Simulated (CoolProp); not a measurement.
Properties of R365MFC along the isobar 0.387 MPa (Tc = 186.9 °C, pc = 3.266 MPa, ω = 0.377).

Values from CoolProp's reference Helmholtz-energy equation of state, Lemmon 2016.

| T (°C) | phase | density (kg/m³) | speed of sound (m/s) | expansivity (1/kK) |
|---|---|---|---|---|
| 90.55 | gas | 21.22 | 132.5 | 4.227 |
| 107.55 | gas | 19.85 | 138.0 | 3.674 |
| 124.65 | gas | 18.71 | 142.9 | 3.284 |
| 141.65 | gas | 17.74 | 147.4 | 2.999 |
| 158.65 | gas | 16.89 | 151.5 | 2.781 |
| 175.75 | gas | 16.13 | 155.4 | 2.606 |
| 192.75 | gas | 15.45 | 159.1 | 2.464 |
| 209.85 | gas | 14.83 | 162.6 | 2.341 |
| 226.85 | gas | 14.26 | 166.1 | 2.235 |
